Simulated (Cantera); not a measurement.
Feed: 1 mol trisilylamine, 2 mol NH3, 75 mol H2, equilibrated at 898.15 K and 38.0 Pa.

Equilibrium computed with Cantera from the NASA thermochemical tables; the gas is ideal and each condensed phase is pure. Candidate condensed phases: Si, Si3N4; 18 gas species. The feed counts by its element totals alone. The numbers say what is thermodynamically allowed, not how fast it happens.

Base state: H2 1.00 (mole fractions); condensed: Si(s) + Si3N4(s).

Problem. What changes in the equilibrium state with this change: temperature from 898.15 K to 2023.15 K?

Solution. 
```csv
species,before,after
H2,1.00,0.860
H,5.64e-9,0.0905
Si,<1e-9,0.0323
N2,<1e-9,0.0165
SiH,<1e-9,0.000376
Si2,<1e-9,7.64e-5
SiH2,<1e-9,2.24e-5
SiN,<1e-9,1.99e-5
"Si(s), mol",0.750,0
"Si3N4(s), mol",0.750,0
```
The tables' values for SiN are old estimates; treat these amounts as uncertain. Gases not in the tables: Si2H6 and higher silanes.
